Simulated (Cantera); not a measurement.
**Equilibrium for chemical vapour transport: AlN + H2O + O2 + Cl2**

Input: 1 mol AlN, 0.2 mol H2O, 1.1 mol O2, 0.38 mol Cl2, at 1 atm.

Equilibrium computed with Cantera from the NASA thermochemical tables; the gas is ideal and each condensed phase is pure. Candidate condensed phases: Al, AlCl3, AlN, Al2O3, H2O, NH4Cl; 45 gas species. Gases not in the tables: Al(OH)3. Rates play no part.

| T (K) | x N2 | x O2 | x HCl | x Cl2 | x Cl | x H2O | x NO | n Al2O3(s) |
|---|---|---|---|---|---|---|---|---|
| 1273 | 0.329 | 0.288 | 0.231 | 0.133 | 0.00351 | 0.0160 | 0.000250 | 0.500 |
| 1323 | 0.328 | 0.288 | 0.235 | 0.129 | 0.00542 | 0.0137 | 0.000347 | 0.500 |
| 1373 | 0.327 | 0.288 | 0.238 | 0.126 | 0.00810 | 0.0119 | 0.000469 | 0.500 |
| 1423 | 0.326 | 0.288 | 0.240 | 0.122 | 0.0117 | 0.0104 | 0.000620 | 0.500 |
| 1473 | 0.325 | 0.288 | 0.242 | 0.118 | 0.0166 | 0.00914 | 0.000805 | 0.500 |
| 1523 | 0.324 | 0.287 | 0.243 | 0.113 | 0.0228 | 0.00816 | 0.00102 | 0.500 |
| 1573 | 0.322 | 0.286 | 0.244 | 0.108 | 0.0305 | 0.00737 | 0.00128 | 0.500 |
| 1623 | 0.321 | 0.285 | 0.243 | 0.102 | 0.0399 | 0.00676 | 0.00159 | 0.500 |
| 1673 | 0.319 | 0.283 | 0.243 | 0.0952 | 0.0510 | 0.00629 | 0.00193 | 0.500 |
| 1723 | 0.316 | 0.281 | 0.242 | 0.0876 | 0.0637 | 0.00596 | 0.00232 | 0.500 |
x: gas mole fraction; n: condensed amount in mol.

From 1273 K to 1723 K the condensed part is Al2O3(s).
